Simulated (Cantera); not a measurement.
Input (Python, Cantera) and output of one run.

```python
import numpy as np
import cantera as ct

gas_names = [...]  # 87 gases of nasa_gas.yaml made of C, H, Si
cond_names = """
    C(gr) C6H6(L) C7H8(L) C8H18(L),n-octa Si(cr) Si(L) SiC(b)
""".split()


# ... load() reads the species with a 1 bar reference pressure and builds the phases ...
atoms = {
    'CH3SiH3': {'C': 1, 'H': 6, 'Si': 1},
    'C3H8': {'C': 3, 'H': 8},
    'H2': {'H': 2},
}
top_T = {'C(gr)': 4500, 'SiC(b)': 3050}  # K; cautious upper limits of use, not melting points


# ... equilibrate(T, P, feed) seeds the gas with the atoms and calls Mixture.equilibrate('TP', solver="vcs", rtol=1e-11, max_steps=5000) ...
results = []
feed = {'CH3SiH3': 1, 'C3H8': 0.71, 'H2': 13}  # mol
P = 11000  # Pa
for T in [925, 1075, 1225, 1375, 1525, 1675, 1825, 1975, 2125, 2275, 2425, 2575]:
    mix = equilibrate(T, P, feed)
    results.append((T, P, feed, dict(zip(mix.species_names, mix.species_moles))))
    x = sorted(zip(gas.X, gas.species_names), reverse=True)
    print(f"T = {T:g} K  P = {P:g} Pa  gas = {mix.phase_moles(0):.4g} mol")
    print("   x: " + "  ".join(f"{s} {v:.3e}" for v, s in x if v > 0.001))
    print("   condensed (mol): " + ("  ".join(f"{mix.phase(i).name} {mix.phase_moles(i):.4g}"
          for i in range(1, mix.n_phases) if mix.phase_moles(i) > 1e-12) or "none"))
```

Output:

```
T = 925 K  P = 11000 Pa  gas = 18.4 mol
   x: H2 9.762e-01  CH4 2.379e-02
   condensed (mol): C(gr) 1.692  SiC(b) 1
T = 1075 K  P = 11000 Pa  gas = 18.75 mol
   x: H2 9.951e-01  CH4 4.912e-03
   condensed (mol): C(gr) 2.038  SiC(b) 1
T = 1225 K  P = 11000 Pa  gas = 18.81 mol
   x: H2 9.986e-01  CH4 1.440e-03
   condensed (mol): C(gr) 2.103  SiC(b) 1
T = 1375 K  P = 11000 Pa  gas = 18.83 mol
   x: H2 9.994e-01
   condensed (mol): C(gr) 2.12  SiC(b) 1
T = 1525 K  P = 11000 Pa  gas = 18.84 mol
   x: H2 9.997e-01
   condensed (mol): C(gr) 2.125  SiC(b) 1
T = 1675 K  P = 11000 Pa  gas = 18.84 mol
   x: H2 9.995e-01
   condensed (mol): C(gr) 2.125  SiC(b) 1
T = 1825 K  P = 11000 Pa  gas = 18.85 mol
   x: H2 9.984e-01  H 1.327e-03
   condensed (mol): C(gr) 2.12  SiC(b) 1
T = 1975 K  P = 11000 Pa  gas = 18.88 mol
   x: H2 9.952e-01  H 4.116e-03
   condensed (mol): C(gr) 2.105  SiC(b) 0.9995
T = 2125 K  P = 11000 Pa  gas = 18.95 mol
   x: H2 9.872e-01  H 1.088e-02  C2H2,acetylene 1.654e-03
   condensed (mol): C(gr) 2.07  SiC(b) 0.9963
T = 2275 K  P = 11000 Pa  gas = 19.1 mol
   x: H2 9.698e-01  H 2.521e-02  C2H2,acetylene 3.694e-03
   condensed (mol): C(gr) 2.007  SiC(b) 0.9746
T = 2425 K  P = 11000 Pa  gas = 19.48 mol
   x: H2 9.335e-01  H 5.214e-02  C2H2,acetylene 7.288e-03  Si 4.833e-03  SiC2 1.003e-03
   condensed (mol): C(gr) 1.941  SiC(b) 0.8515
T = 2575 K  P = 11000 Pa  gas = 20.5 mol
   x: H2 8.569e-01  H 9.667e-02  Si 2.115e-02  C2H2,acetylene 1.260e-02  SiC2 6.761e-03  Si2C 3.646e-03  SiH 1.536e-03
   condensed (mol): C(gr) 2.016  SiC(b) 0.2322
```

Cantera equilibrium calculation (NASA polynomials, part measured and part estimated; ideal gas, pure solids and liquids). The feed counts by its element totals alone. Gases not in the tables: Si2H6 and higher silanes.
